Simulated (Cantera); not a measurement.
**Silicon nitride deposition: Si2Cl6 + NH3 + H2**

Feed: 1 mol Si2Cl6, a varied amount of NH3, 19 mol H2, held at 33.0 Pa.

Cantera equilibrium calculation (NASA polynomials, part measured and part estimated; ideal gas, pure solids and liquids). Candidate condensed phases: NH4Cl, Si, Si3N4; 28 gas species. The feed counts by its element totals alone. Mutual solubility and eutectic melting of coexisting phases are not modelled. The tables' values for SiCl3 are old estimates. Rates play no part.

Problem. Map the stable condensed phases over T = 1198, 1248, 1298, 1348, 1398, 1448, 1498, 1548, 1598, 1648 K and n(NH3) in mol = 0.25, 0.31, 0.39, 0.48, 0.59, 0.73, 0.9, 1.1, 1.4.

Solution. 
```
T in K \ n(NH3) in mol
         0.25 0.31 0.39 0.48 0.59 0.73  0.9  1.1  1.4
   1648     A    A    A    A    A    A    A    A    A
   1598     A    A    A    A    A    A    A    A    A
   1548     A    A    A    A    A    A    A    A    A
   1498     A    A    A    A    A    A    A    A    A
   1448     A    A    A    A    A    A    A    A    A
   1398     A    A    A    A    A    A    B    B    B
   1348     B    B    B    B    B    B    B    C    C
   1298     B    B    B    B    B    B    C    C    C
   1248     B    B    B    B    B    B    C    C    C
   1198     B    B    B    B    B    B    C    C    C
```
A: Si; B: Si + Si3N4; C: Si3N4.
